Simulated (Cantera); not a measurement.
## Adiabatic ignition

An adiabatic, constant-pressure homogeneous reactor starts with 6.76 % CH₄, 19.6 % O₂, 73.6 % N₂, equivalence ratio 0.69, at 1700 K and 6.20 bar.

Model: GRI-Mech 3.0 (53 species, 325 reactions), integrated in Cantera.

```tsv
t (s)	T (K)	x CH₄	x O₂	x CO	x C₂H₄	x C₂H	x CH₂
2.00e-6	1700	0.0675	0.196	1.98e-8	8.78e-9	<1e-12	7.92e-11
4.69e-6	1700	0.0675	0.196	3.15e-7	1.78e-7	<1e-12	5.32e-10
1.10e-5	1700	0.0671	0.196	7.97e-6	4.45e-6	<1e-12	5.57e-9
2.57e-5	1709	0.0643	0.194	0.000381	0.000144	9.32e-12	9.30e-8
6.02e-5	2770	<1e-12	0.0626	0.0157	<1e-12	<1e-12	<1e-12
0.000141	2802	<1e-12	0.0605	0.0133	<1e-12	<1e-12	<1e-12
0.000331	2795	<1e-12	0.0583	0.0132	<1e-12	<1e-12	<1e-12
0.000775	2787	<1e-12	0.0555	0.0131	<1e-12	<1e-12	<1e-12
0.00181	2783	<1e-12	0.0541	0.0131	<1e-12	<1e-12	<1e-12
0.00425	2783	<1e-12	0.0539	0.0131	<1e-12	<1e-12	<1e-12
0.00996	2783	<1e-12	0.0539	0.0131	<1e-12	<1e-12	<1e-12
0.0233	2783	<1e-12	0.0539	0.0131	<1e-12	<1e-12	<1e-12
0.0547	2783	<1e-12	0.0539	0.0131	<1e-12	<1e-12	<1e-12
0.128	2783	<1e-12	0.0539	0.0131	<1e-12	<1e-12	<1e-12
0.300	2783	<1e-12	0.0539	0.0131	<1e-12	<1e-12	<1e-12
```
x: mole fraction; the columns are a selection and need not sum to one.

| Item | Value |
|---|---|
| time of steepest temperature rise | 45.5 µs |
| temperature at 0.300 s | 2783 K |
| equilibrium temperature | 2783 K |
| x(CH₄) at 0.300 s | <1e-12 (gas-phase equilibrium <1e-12) |
| x(O₂) at 0.300 s | 0.0539 (gas-phase equilibrium 0.0539) |
| x(CO) at 0.300 s | 0.0131 (gas-phase equilibrium 0.0131) |
